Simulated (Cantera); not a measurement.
Cantera run:

```python
import numpy as np
import cantera as ct

gas_names = [...]  # 45 gases of nasa_gas.yaml made of Br, H, N, O, Si
cond_names = """
    Br2(cr) Br2(L) H2O(s) H2O(L) Si(cr) Si(L) SiO2(Lqz) SiO2(hqz) SiO2(L) Si2N2O(s) Si3N4(a)
""".split()


# ... load() reads the species with a 1 bar reference pressure and builds the phases ...
atoms = {
    'SiO2': {'Si': 1, 'O': 2},
    'HBr': {'H': 1, 'Br': 1},
    'N2': {'N': 2},
}
top_T = {'Si2N2O(s)': 2100, 'Si3N4(a)': 2400}  # K; cautious upper limits of use, not melting points


# ... equilibrate(T, P, feed) seeds the gas with the atoms and calls Mixture.equilibrate('TP', solver="vcs", rtol=1e-11, max_steps=5000) ...
results = []
feed = {'SiO2': 1, 'HBr': 7.7, 'N2': 1.1}  # mol
P = 9800  # Pa
for T in [798, 898, 998, 1098, 1198, 1298, 1398, 1498, 1598, 1698, 1798, 1898]:
    mix = equilibrate(T, P, feed)
    results.append((T, P, feed, dict(zip(mix.species_names, mix.species_moles))))

top = {s: max(r[3][s] / sum(r[3][g] for g in gas_names) for r in results) for s in gas_names}
cols = sorted((s for s in top if top[s] > 1e-05), key=lambda s: -top[s])[:6]
seen = [c for c in cond_names if any(r[3].get(c, 0) > 1e-12 for r in results)]
print("log10 of partial pressures in bar; condensed amounts in mol")
print(f"{'T/K':>10s}" + "".join(f"{s[:9]:>10s}" for s in cols + seen))
for T, P, feed, n in results:
    ng = sum(n[g] for g in gas_names)
    print(f"{T:10.4g}" + "".join(f"{np.log10(max(n[s] / ng * P / 1e5, 1e-99)):10.3f}" for s in cols)
          + "".join(f"{n.get(c, 0):10.4g}" for c in seen))
```

It prints:

```
log10 of partial pressures in bar; condensed amounts in mol
       T/K       HBr        Br        N2        H2       H2O       SiO SiO2(Lqz) SiO2(hqz)   SiO2(L)
       798    -1.067    -6.015    -1.912    -4.942    -6.148   -24.424         1         0         0
       898    -1.067    -5.118    -1.912    -4.530    -5.774   -20.334         0    0.9999         0
       998    -1.068    -4.412    -1.912    -4.173    -5.478   -17.047         0    0.9999         0
      1098    -1.069    -3.852    -1.912    -3.843    -5.238   -14.332         0    0.9997         0
      1198    -1.071    -3.403    -1.913    -3.533    -5.041   -12.039         0    0.9996         0
      1298    -1.075    -3.038    -1.914    -3.244    -4.878   -10.077         0    0.9994         0
      1398    -1.082    -2.734    -1.916    -2.981    -4.742    -8.383         0    0.9992         0
      1498    -1.093    -2.479    -1.919    -2.748    -4.623    -6.917         0    0.9989         0
      1598    -1.110    -2.261    -1.924    -2.544    -4.486    -5.671         0    0.9984         0
      1698    -1.134    -2.076    -1.931    -2.368    -4.255    -4.691         0         0    0.9964
      1798    -1.167    -1.918    -1.940    -2.220    -3.895    -4.001         0         0    0.9891
      1898    -1.211    -1.784    -1.952    -2.099    -3.476    -3.497         0         0    0.9678
```

These are equilibrium values from Cantera (NASA tables, ideal gas, pure condensed phases), not measurements of a reactor. The tables' values for SiBr3 are old estimates; treat these amounts as uncertain. The tables hold silica as quartz up to 1696 K and as liquid above; real silica turns to tridymite and cristobalite and melts near 1996 K.
